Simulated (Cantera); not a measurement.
Charge: 1 mol N2O, 4.6 mol H2, 7.5 mol N2, held at 752 °C and 43.0 Pa.

Cantera equilibrium calculation (NASA polynomials, part measured and part estimated; ideal gas, pure solids and liquids). Candidate condensed phases: H2O; 24 gas species. The numbers say what is thermodynamically allowed, not how fast it happens.

Base state: N2 0.649, H2 0.275, H2O 0.0763 (mole fractions); condensed: gas only.

### Question
What changes in the equilibrium state with this change: temperature from 752 °C to 1427 °C?

### Answer
| species | before | after |
|---|---|---|
| N2 | 0.649 | 0.648 |
| H2 | 0.275 | 0.272 |
| H2O | 0.0763 | 0.0761 |
| H | 1.10e-7 | 0.00371 |
| OH | <1e-9 | 5.36e-5 |
